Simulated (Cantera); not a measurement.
Input: 1 mol SiH2Cl2, 0.02 mol HCl, a varied amount of H2, equilibrated at 975 K and 26.3 Torr.

Cantera equilibrium calculation (NASA polynomials, part measured and part estimated; ideal gas, pure solids and liquids). Candidate condensed phases: Si; 19 gas species. The numbers say what is thermodynamically allowed, not how fast it happens.

Q: What share of the Si ends up in condensed phases as a function of n(H2) (mol), at 46, 69, 100, 160, 240, 360, 540, 810?

A: 
```json
[
 {"n(H2) (mol)": "46", "Si condensed (%)": "57.9", "as": "Si(s)"},
 {"n(H2) (mol)": "69", "Si condensed (%)": "61.6", "as": "Si(s)"},
 {"n(H2) (mol)": "100", "Si condensed (%)": "66.0", "as": "Si(s)"},
 {"n(H2) (mol)": "160", "Si condensed (%)": "72.7", "as": "Si(s)"},
 {"n(H2) (mol)": "240", "Si condensed (%)": "79.3", "as": "Si(s)"},
 {"n(H2) (mol)": "360", "Si condensed (%)": "85.9", "as": "Si(s)"},
 {"n(H2) (mol)": "540", "Si condensed (%)": "91.5", "as": "Si(s)"},
 {"n(H2) (mol)": "810", "Si condensed (%)": "95.3", "as": "Si(s)"}
]
```
